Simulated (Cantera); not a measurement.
Input: 1 mol SiH4, 13 mol H2, at 1650 K and 0.260 bar.

These are equilibrium values from Cantera (NASA tables, ideal gas, pure condensed phases), not measurements of a reactor. Candidate condensed phases: Si; 9 gas species. Rates play no part.

Base state: H2 1.000, H 0.000178 (mole fractions); condensed: Si(s).

Question: What changes in the equilibrium state with this change: temperature from 1650 K to 1925 K?

Answer: 
```
species       before    after
----------  --------  -------
H2             1.000    0.998
H           0.000178  0.00187
SiH2         8.66e-6  6.80e-5
Si           1.03e-6  6.69e-5
SiH          9.60e-7  2.78e-5
Si(s), mol     1.000        0
Si(l), mol         0    0.998
```
Gases not in the tables: Si2H6 and higher silanes.

Question: What changes in the equilibrium state with this change: temperature from 1650 K to 2573.15 K?

Answer: 
```tsv
species	before	after
H2	1.000	0.899
H	0.000178	0.0639
Si	1.03e-6	0.0311
Si2	3.47e-9	0.000921
Si3	<1e-9	0.000155
SiH	9.60e-7	0.00356
SiH2	8.66e-6	0.00119
Si(s), mol	1.000	0
Si(l), mol	0	0.388
```
Gases not in the tables: Si2H6 and higher silanes.
